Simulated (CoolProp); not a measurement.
R404A at 298.15 K and 1.9 MPa is throttled through a valve to 0.952 MPa with no heat exchange. Each further row changes one setting.

Model: reference Helmholtz-energy equation of state, Lemmon 2003, in CoolProp. It is a pseudo-pure fit of the blend.

```json
[
 {"case": "as stated", "temperature change (K)": "-10.1", "final phase": "two-phase, vapour fraction 0.098", "final density (kg/m³)": "354"},
 {"case": "outlet pressure 0.286 MPa", "temperature change (K)": "-46.7", "final phase": "two-phase, vapour fraction 0.356", "final density (kg/m³)": "40.4"},
 {"case": "outlet pressure 1.24 MPa", "temperature change (K)": "-0.4", "final phase": "two-phase, vapour fraction 0.003", "final density (kg/m³)": "1000"}
]
```
